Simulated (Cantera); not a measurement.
## Equilibrium for silicon carbide growth: SiCl4 + C2H2 + H2

Charge: 1 mol SiCl4, a varied amount of C2H2, 1700 mol H2, held at 1700 K and 1.20 Torr.

Equilibrium computed with Cantera from the NASA thermochemical tables; the gas is ideal and each condensed phase is pure. Candidate condensed phases: C, C6H6, C7H8, C8H18, Si, SiC; 109 gas species. Mutual solubility and eutectic melting of coexisting phases are not modelled. Gases not in the tables: Si2H6 and higher silanes. Rates play no part.

| n(C2H2) (mol) | x H2 | x H | x HCl | x Si | x SiH | n Si(l) | n SiC(s) |
|---|---|---|---|---|---|---|---|
| 0.057 | 0.994 | 0.00367 | 0.00229 | 0.000424 | 2.62e-5 | 0.0376 | 0.110 |
| 0.07 | 0.994 | 0.00367 | 0.00229 | 0.000424 | 2.62e-5 | 0.0116 | 0.136 |
| 0.087 | 0.994 | 0.00367 | 0.00229 | 0.000413 | 2.55e-5 | 0 | 0.170 |
| 0.11 | 0.994 | 0.00367 | 0.00230 | 0.000390 | 2.41e-5 | 0 | 0.216 |
| 0.13 | 0.994 | 0.00367 | 0.00230 | 0.000370 | 2.29e-5 | 0 | 0.256 |
| 0.16 | 0.994 | 0.00367 | 0.00230 | 0.000341 | 2.10e-5 | 0 | 0.316 |
| 0.2 | 0.994 | 0.00367 | 0.00231 | 0.000301 | 1.86e-5 | 0 | 0.397 |
| 0.24 | 0.994 | 0.00367 | 0.00231 | 0.000261 | 1.61e-5 | 0 | 0.477 |
| 0.3 | 0.994 | 0.00367 | 0.00232 | 0.000201 | 1.24e-5 | 0 | 0.598 |
| 0.37 | 0.994 | 0.00367 | 0.00232 | 0.000131 | 8.10e-6 | 0 | 0.738 |
| 0.45 | 0.994 | 0.00367 | 0.00233 | 5.24e-5 | 3.23e-6 | 0 | 0.895 |
x: gas mole fraction; n: condensed amount in mol.

From 0.057 mol C2H2 to 0.07 mol C2H2 the condensed part is Si(l) + SiC(s). From 0.087 mol C2H2 to 0.45 mol C2H2 the condensed part is SiC(s). The main Si-bearing gas is Si throughout.
